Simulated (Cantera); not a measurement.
Catalytic combustion on Pt

An isothermal plug-flow reactor at 825 K and 1.68 atm (inlet), inlet velocity 0.36 m/s, active area per volume 730 1/m; feed 0.767 % CH4, 6.02 % O2, 93.2 % N2, equivalence ratio 0.25.

Detailed kinetics in Cantera: Deutschmann's 1995 Pt surface mechanism with GRI-Mech 3.0 gas chemistry. Catalytic surfaces can have several steady states; this one follows from the mechanism file's or the stated starting coverage. Mass transfer to the wall is taken as infinitely fast.

| z (m) | x CH4 | x O2 | x H2O | x CO2 | x CO | θ free Pt | θ O* | θ OH* |
|---|---|---|---|---|---|---|---|---|
| 0.00061 | 0.00764 | 0.0601 | 4.99e-5 | 2.42e-5 | 7.96e-7 | 0.0497 | 0.950 | 0.000206 |
| 0.001 | 0.00763 | 0.0601 | 8.17e-5 | 3.98e-5 | 1.02e-6 | 0.0497 | 0.950 | 0.000255 |
| 0.0017 | 0.00760 | 0.0600 | 0.000139 | 6.81e-5 | 1.18e-6 | 0.0497 | 0.950 | 0.000324 |
| 0.0029 | 0.00755 | 0.0599 | 0.000236 | 0.000117 | 1.24e-6 | 0.0497 | 0.950 | 0.000417 |
| 0.0048 | 0.00748 | 0.0598 | 0.000388 | 0.000193 | 1.24e-6 | 0.0498 | 0.950 | 0.000531 |
| 0.0079 | 0.00735 | 0.0595 | 0.000635 | 0.000316 | 1.22e-6 | 0.0498 | 0.950 | 0.000675 |
| 0.013 | 0.00715 | 0.0591 | 0.00103 | 0.000515 | 1.19e-6 | 0.0499 | 0.949 | 0.000859 |
| 0.022 | 0.00681 | 0.0585 | 0.00171 | 0.000854 | 1.14e-6 | 0.0500 | 0.949 | 0.00111 |
| 0.037 | 0.00628 | 0.0574 | 0.00278 | 0.00139 | 1.05e-6 | 0.0503 | 0.948 | 0.00141 |
| 0.061 | 0.00550 | 0.0558 | 0.00434 | 0.00217 | 9.22e-7 | 0.0507 | 0.948 | 0.00177 |
x: gas mole fraction; θ: surface coverage.
